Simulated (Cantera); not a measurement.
Feed: 1 mol H2S, 0.039 mol SO2, 0.15 mol O2, equilibrated at 0.133 bar.

These are equilibrium values from Cantera (NASA tables, ideal gas, pure condensed phases), not measurements of a reactor. Candidate condensed phases: H2O, H2SO4, S; 19 gas species. Gases not in the tables: S3 to S7. Equilibrium is a limit: real reactors are often held back by kinetics, nucleation or transport.

Problem. At 1000 K, list the 4 most abundant gas species with their mole fractions, and the condensed phases.

Solution. H2S 0.490, H2O 0.305, S2 0.179, H2 0.0233. Condensed: gas only.
